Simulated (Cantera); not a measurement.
Input: 1 mol SiF4, 0.5 mol H2O, at 948 K and 0.500 bar.

Method: chemical equilibrium by Gibbs-energy minimisation in Cantera with the NASA 1993 tables (ideal gas, pure condensed phases). Candidate condensed phases: H2O, Si, SiO2; 38 gas species. Rates play no part.

Base state: SiF4 0.561, HF 0.254, H2O 0.185 (mole fractions); condensed: SiO2(β-quartz).

Question: What changes in the equilibrium state with this change: pressure from 0.500 bar to 3.50 mbar?

Answer: 
```
species              before   after
-------------------  ------  ------
HF                    0.254   0.471
SiF4                  0.561   0.470
H2O                   0.185  0.0585
SiO2(β-quartz), mol   0.102   0.200
```
